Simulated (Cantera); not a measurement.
A perfectly stirred reactor is fed with CH₄ : H₂ : N₂ = 0.029 : 1 : 0.01 (molar parts), at 0.0267 bar; it is held at 2575 K, and followed from long to short residence time.

Cantera simulation using GRI-Mech 3.0 (53 species, 325 reactions); the numbers are that mechanism's predictions, not measurements. GRI-Mech 3.0 stops at C3 and has no aromatics, soot or wall deposition, so with more carbon than oxygen in the feed, carbon stays in small species such as C2H2 where larger ones or solid carbon would form. Radical loss at walls, strong at low pressure, is not modelled.

**Question.** Predict: x(CH₄) at τ = 0.730 s; x(H₂) at τ = 0.730 s; x(C₂H₂) at τ = 0.730 s; x(H) at τ = 0.730 s; x(CH₃) at τ = 0.730 s; x(CH₄) at τ = 16.0 ms; x(H₂) at τ = 16.0 ms; x(C₂H₂) at τ = 16.0 ms; x(H) at τ = 16.0 ms; x(CH₃) at τ = 16.0 ms.

**Answer.** 
```
Property                   Value
----------------------  --------
x(CH₄) at τ = 0.730 s    9.66e-6
x(H₂) at τ = 0.730 s       0.812
x(C₂H₂) at τ = 0.730 s    0.0118
x(H) at τ = 0.730 s        0.167
x(CH₃) at τ = 0.730 s    3.47e-5
x(CH₄) at τ = 16.0 ms    0.00103
x(H₂) at τ = 16.0 ms       0.928
x(C₂H₂) at τ = 16.0 ms    0.0121
x(H) at τ = 16.0 ms       0.0488
x(CH₃) at τ = 16.0 ms   0.000950
```
